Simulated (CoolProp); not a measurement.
Values from CoolProp's reference Helmholtz-energy equation of state, Lemmon 2003. It is a pseudo-pure fit of the blend.

For R410A, give the phase and the speed of sound (m/s), conductivity (mW/(m K)) at 439.1 K and 0.32 MPa.


- 439.1 K and 0.32 MPa: gas; speed of sound 236, conductivity 23.9

Thermal conductivity comes from a separate model (Geller 2001).
